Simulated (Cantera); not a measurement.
Gas mixture: 100 % O2, at 0.000217 atm, frozen composition.

Cantera's kinetic-theory transport with the Lennard-Jones parameters of GRI-Mech 3.0, ideal gas; thermal conductivity in the mixture-averaged form.

D: mixture-averaged diffusion coefficient of that species in the mixture.

```json
[
 {"T (K)": "400", "ρ (kg/m³)": "0.000212", "cp (J/kg/K)": "941.4", "μ (µPa s)": "[?]", "λ (mW/m/K)": "33.9", "Pr": "0.713", "D (cm²/s) NO": "1560", "D (cm²/s) N2": "1590", "D (cm²/s) NH3": "1770"},
 {"T (K)": "500", "ρ (kg/m³)": "0.000169", "cp (J/kg/K)": "971.4", "μ (µPa s)": "[?]", "λ (mW/m/K)": "41.1", "Pr": "0.709", "D (cm²/s) NO": "2290", "D (cm²/s) N2": "2330", "D (cm²/s) NH3": "2690"},
 {"T (K)": "600", "ρ (kg/m³)": "0.000141", "cp (J/kg/K)": "1003", "μ (µPa s)": "[?]", "λ (mW/m/K)": "48.2", "Pr": "0.709", "D (cm²/s) NO": "3130", "D (cm²/s) N2": "3180", "D (cm²/s) NH3": "3740"},
 {"T (K)": "700", "ρ (kg/m³)": "0.000121", "cp (J/kg/K)": "1031", "μ (µPa s)": "[?]", "λ (mW/m/K)": "55.0", "Pr": "0.709", "D (cm²/s) NO": "4050", "D (cm²/s) N2": "4130", "D (cm²/s) NH3": "4930"},
 {"T (K)": "800", "ρ (kg/m³)": "0.000106", "cp (J/kg/K)": "1055", "μ (µPa s)": "41.4", "λ (mW/m/K)": "61.4", "Pr": "0.710", "D (cm²/s) NO": "5070", "D (cm²/s) N2": "5170", "D (cm²/s) NH3": "6240"},
 {"T (K)": "900", "ρ (kg/m³)": "9.41e-5", "cp (J/kg/K)": "1074", "μ (µPa s)": "44.7", "λ (mW/m/K)": "67.6", "Pr": "0.710", "D (cm²/s) NO": "6180", "D (cm²/s) N2": "6290", "D (cm²/s) NH3": "7660"},
 {"T (K)": "1000", "ρ (kg/m³)": "8.47e-5", "cp (J/kg/K)": "1090", "μ (µPa s)": "47.9", "λ (mW/m/K)": "73.6", "Pr": "0.710", "D (cm²/s) NO": "7370", "D (cm²/s) N2": "7500", "D (cm²/s) NH3": "9190"},
 {"T (K)": "1100", "ρ (kg/m³)": "7.70e-5", "cp (J/kg/K)": "1103", "μ (µPa s)": "51.0", "λ (mW/m/K)": "79.4", "Pr": "0.709", "D (cm²/s) NO": "8640", "D (cm²/s) N2": "8800", "D (cm²/s) NH3": "10800"}
]
```

Q: Fill in the missing entries.

A: 
- 400, μ (µPa s): 25.6
- 500, μ (µPa s): 30.0
- 600, μ (µPa s): 34.1
- 700, μ (µPa s): 37.8
